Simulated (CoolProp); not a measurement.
A closed Brayton cycle with carbon dioxide: compressor inlet 326.15 K and 9.5 MPa, high pressure 22.8 MPa, turbine inlet 885 K, compressor efficiency 0.85, turbine efficiency 0.93, recuperator effectiveness 0.8 (on enthalpy, no pinch check). Each further row changes one setting.

Computed with CoolProp (reference Helmholtz-energy equation of state, Span 1996).

```json
[
 {"case": "as stated", "thermal efficiency (%)": "30.0", "net work (kJ/kg)": "90.2", "compressor to turbine work": "0.30", "compressor exit (K)": "391.3", "turbine exit (K)": "771.3"},
 {"case": "turbine inlet 835 K", "thermal efficiency (%)": "(withheld)", "net work (kJ/kg)": "(withheld)", "compressor to turbine work": "(withheld)", "compressor exit (K)": "391.3", "turbine exit (K)": "725.4"},
 {"case": "compressor inlet 336.15 K", "thermal efficiency (%)": "29.3", "net work (kJ/kg)": "(withheld)", "compressor to turbine work": "0.36", "compressor exit (K)": "(withheld)", "turbine exit (K)": "771.3"},
 {"case": "high pressure 19.4 MPa", "thermal efficiency (%)": "(withheld)", "net work (kJ/kg)": "(withheld)", "compressor to turbine work": "0.29", "compressor exit (K)": "379.1", "turbine exit (K)": "(withheld)"},
 {"case": "recuperator effectiveness 0.5", "thermal efficiency (%)": "20.7", "net work (kJ/kg)": "90.2", "compressor to turbine work": "0.30", "compressor exit (K)": "391.3", "turbine exit (K)": "771.3"}
]
```

Task: Complete the blanks.

Result: 
- turbine inlet 835 K, thermal efficiency (%): 29.1
- turbine inlet 835 K, net work (kJ/kg): 82.1
- turbine inlet 835 K, compressor to turbine work: 0.32
- compressor inlet 336.15 K, net work (kJ/kg): 83.3
- compressor inlet 336.15 K, compressor exit (K): 410.0
- high pressure 19.4 MPa, thermal efficiency (%): 27.4
- high pressure 19.4 MPa, net work (kJ/kg): 76.2
- high pressure 19.4 MPa, turbine exit (K): 791.8
